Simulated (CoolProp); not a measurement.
The fluid at 384.26 K and 0.108 MPa flows at 0.31 m/s in a round tube of 1 mm bore and 0.25 µm roughness, fully developed (64/Re and Nu = 3.66 if laminar; Colebrook and Gnielinski if turbulent). The same conditions are run with several fluids, on thermodynamics alone (safety and materials aside).

Values from CoolProp's reference Helmholtz-energy equation of state of each fluid (R134a: Tillner-Roth 1994; n-hexane: Thol 2019; CF4 (R14): Platzer 1990; oxygen: Schmidt 1985; R236FA: Pan 2012). The equations of Platzer and Polt are older, rougher fits.

Rank R134a, n-hexane, CF4 (R14), oxygen, R236FA by Reynolds number, highest first.

n-hexane (116), R236FA (114), R134a (71.3), CF4 (R14) (43.3), oxygen (13.4)

| fluid | Darcy friction factor | pressure drop (Pa/m) | heat-transfer coefficient (W/(m² K)) | mass flow (kg/h) |
|---|---|---|---|---|
| R134a | 0.898 | 150 | 74.2 | 0.00305 |
| n-hexane | 0.551 | 79.7 | 79.8 | 0.00264 |
| CF4 (R14) | 1.48 | 212 | 84.3 | 0.00261 |
| oxygen | 4.78 | 249 | 120 | 0.000948 |
| R236FA | 0.563 | 141 | 74.1 | 0.00457 |

Above 300 K oxygen's equation is extrapolated.

Transport values come from each fluid's own correlations; those of R134a, CF4 (R14), R236FA are estimates that may be off by 10 % or more.
